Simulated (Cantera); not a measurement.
**Ammonia decomposition in nitride growth gas**

A perfectly stirred reactor is fed with 73.5 % NH3, 26.5 % N2, at 13300 Pa; it is held at 1625 K, and followed from long to short residence time.

Detailed kinetics in Cantera: the gas-phase N/H chemistry of the illustrative SiF4/NH3 mechanism in the Surface Chemkin manual (1991). Walls and surfaces, which speed up NH3 decomposition in real reactors, are not modelled.

```
τ (s)   x NH3     x NH2     x NH       x N      x H2   x N2H2
------  -----  --------  -------  --------  --------  -------
9.3     0.467  0.000101  5.87e-7   2.03e-8     0.232  5.18e-7
2.6     0.627  0.000125  6.04e-7   1.54e-8    0.0933  8.46e-7
0.75    0.700  0.000137  5.33e-7   7.93e-9    0.0304  1.02e-6
0.21    0.725  0.000142  4.38e-7   2.62e-9   0.00862  1.05e-6
0.060   0.733  0.000137  3.65e-7  7.28e-10   0.00229  9.62e-7
0.017   0.735  0.000115  2.65e-7  1.71e-10  0.000483  6.60e-7
0.0049  0.735   5.99e-5  9.23e-8  2.76e-11   6.13e-5  1.73e-7
```
x: mole fraction; the columns are a selection and need not sum to one.
